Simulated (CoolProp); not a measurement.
Ammonia along the isotherm 100.15 °C: Z from the reference equation and from simpler models built on Tc = 132.4 °C, pc = 11360 kPa, ω = 0.256; each cubic takes its own stable root.

Model: reference Helmholtz-energy equation of state, Gao 2020, in CoolProp.

| p (kPa) | phase | reference | van der Waals | Soave-Redlich-Kwong | Peng-Robinson |
|---|---|---|---|---|---|
| 1420 | gas | 0.9344 | 0.9528 | 0.9418 | 0.9366 |
| 2840 | gas | 0.8610 | 0.9010 | 0.8775 | 0.8674 |
| 4260 | gas | 0.7759 | 0.8428 | 0.8044 | 0.7895 |
| 5680 | gas | 0.6690 | 0.7748 | 0.7160 | 0.6966 |
| 7100 | liquid | 0.08462 | 0.6888 | 0.1136 | 0.1004 |
| 8520 | liquid | 0.1002 | 0.1899 | 0.1336 | 0.1183 |
| 9940 | liquid | 0.1156 | 0.2136 | 0.1532 | 0.1358 |
| 11400 | liquid | 0.1312 | 0.2384 | 0.1730 | 0.1534 |
| 12800 | liquid | 0.1459 | 0.2620 | 0.1916 | 0.1701 |
| 14200 | liquid | 0.1605 | 0.2856 | 0.2100 | 0.1865 |
| 15600 | liquid | 0.1750 | 0.3090 | 0.2282 | 0.2027 |
| 17000 | liquid | 0.1893 | 0.3322 | 0.2461 | 0.2187 |

At some of these states van der Waals gives the other phase, because its saturation line lies elsewhere.
